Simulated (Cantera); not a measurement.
Stirred combustor or abatement burner

A perfectly stirred reactor is fed with 6.20 % CH₄, 6.82 % H₂, 12.2 % O₂, 69.5 % N₂, 5.33 % CO₂, equivalence ratio 1.3, at 9.87 atm; it is adiabatic with a 675 K inlet, and is followed from long to short residence time, starting on the burning branch (τ in s: 0.13, 0.051, 0.02, 0.0081, 0.0032, 0.0013, 0.00051, 0.00021, 8.2e-05, 3.3e-05).

Model: GRI-Mech 3.0 (53 species, 325 reactions), integrated in Cantera.

```
τ (s)    T (K)     x CH₄    x H₂      x O₂  x CH₂CO      x OH     x NO   x CH₂O
-------  -----  --------  ------  --------  -------  --------  -------  -------
0.13      1928  0.000358  0.0256   9.65e-5  3.80e-7   3.72e-5  1.43e-5  1.55e-6
0.051     1929  0.000677  0.0250  0.000226  1.11e-6   4.13e-5  1.39e-5  3.37e-6
0.020     1928   0.00111  0.0241  0.000508  2.99e-6   4.83e-5  1.22e-5  6.84e-6
0.0081    1924   0.00159  0.0234   0.00105  6.95e-6   5.91e-5  1.05e-5  1.27e-5
0.0032    1914   0.00209  0.0230   0.00206  1.49e-5   7.54e-5  8.94e-6  2.28e-5
0.0013    1895   0.00267  0.0233   0.00386  2.88e-5   9.52e-5  7.07e-6  3.95e-5
0.00051   1852   0.00382  0.0248   0.00773  5.75e-5  0.000109  3.96e-6  7.40e-5
0.00021    675    0.0620  0.0682     0.122   <1e-12    <1e-12   <1e-12   <1e-12
8.2e-5     675    0.0620  0.0682     0.122   <1e-12    <1e-12   <1e-12   <1e-12
3.3e-5     675    0.0620  0.0682     0.122   <1e-12    <1e-12   <1e-12   <1e-12
```
x: mole fraction; the columns are a selection and need not sum to one.
